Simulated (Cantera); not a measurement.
A perfectly stirred reactor is fed with H2 : O2 : N2 = 0.16 : 1 : 0.51 (molar parts), equivalence ratio 0.080, at 20.0 Torr; it is held at 1250 K, and followed from long to short residence time.

Cantera simulation using the H2/O2 subset of GRI-Mech 3.0, which has no nitrogen chemistry; the numbers are that mechanism's predictions, not measurements. Radical loss at walls, strong at low pressure, is not modelled. The temperature is held fixed by assumption; the heat of reaction is taken as removed at once.

**Question.** Predict: x(H2) at τ = 5.80 s; x(O2) at τ = 5.80 s; x(H2O2) at τ = 5.80 s; x(H) at τ = 5.80 s; x(HO2) at τ = 5.80 s; x(H2) at τ = 27.0 ms; x(O2) at τ = 27.0 ms; x(H2O2) at τ = 27.0 ms; x(H) at τ = 27.0 ms; x(HO2) at τ = 27.0 ms.

**Answer.** 
* **x(H2) at τ = 5.80 s**: 7.30e-5
* **x(O2) at τ = 5.80 s**: 0.578
* **x(H2O2) at τ = 5.80 s**: 8.79e-8
* **x(H) at τ = 5.80 s**: 2.75e-5
* **x(HO2) at τ = 5.80 s**: 1.21e-6
* **x(H2) at τ = 27.0 ms**: 0.00198
* **x(O2) at τ = 27.0 ms**: 0.566
* **x(H2O2) at τ = 27.0 ms**: 2.93e-7
* **x(H) at τ = 27.0 ms**: 0.00470
* **x(HO2) at τ = 27.0 ms**: 6.40e-6
